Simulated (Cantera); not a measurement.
Standard-state values (1 bar) from the NASA 1993 polynomials, evaluated with Cantera. Values are per mole of reaction as written; species without (g) are pure solids or liquids, kept so even where they would boil at 1 bar. TaC: taken at fixed stoichiometry.

Problem. Between 300 and 2925 K, where is each reaction favourable under standard conditions?
- Ta + 2 C₂H₄(g) ⇌ C₃H₈(g) + TaC

Solution. 
- Ta + 2 C₂H₄(g) ⇌ C₃H₈(g) + TaC: ΔG° is -304 kJ at 300 K and 106 kJ at 2925 K; it changes sign between 2125 and 2225 K. ΔH° is -325 kJ and ΔS° -147 J/K at 2925 K.
